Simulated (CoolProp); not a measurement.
Vapour-liquid equilibrium of dimethyl ether (1) + R236FA (2) at 262.3 K; x and y are mole fractions of (1).

Values from CoolProp's multi-fluid Helmholtz-energy mixture model, Wu 2011 and Pan 2012; pair parameters Bell 2016.

```
x     bubble pressure (MPa)  y at the bubble point  dew pressure at overall composition x (MPa)  liquid density (mol/L)
----  ---------------------  ---------------------  -------------------------------------------  ----------------------
0.05                0.06823                    [?]                                      0.06807                   9.918
0.15                0.07058                  0.196                                          [?]                   10.37
0.25                0.07453                  0.344                                          [?]                   10.85
0.35                0.08066                    [?]                                      0.07472                   11.36
0.45                0.08951                  0.640                                      0.07850                   11.90
0.55                 0.1014                  0.761                                      0.08352                     [?]
0.65                 0.1163                  0.856                                          [?]                   13.09
0.75                 0.1336                  0.922                                          [?]                   13.74
0.85                 0.1523                    [?]                                       0.1152                   14.42
0.95                 0.1706                  0.992                                       0.1446                   15.15
```

What belongs in the gaps?


- 0.05, y at the bubble point: 0.061
- 0.15, dew pressure at overall composition x (MPa): 0.06966
- 0.25, dew pressure at overall composition x (MPa): 0.07183
- 0.35, y at the bubble point: 0.497
- 0.55, liquid density (mol/L): 12.48
- 0.65, dew pressure at overall composition x (MPa): 0.09032
- 0.75, dew pressure at overall composition x (MPa): 0.1000
- 0.85, y at the bubble point: 0.965

No azeotrope shows between x = 0.05 and 0.95.

The pair parameters rest on a limited set of measurements; away from them the model extrapolates.
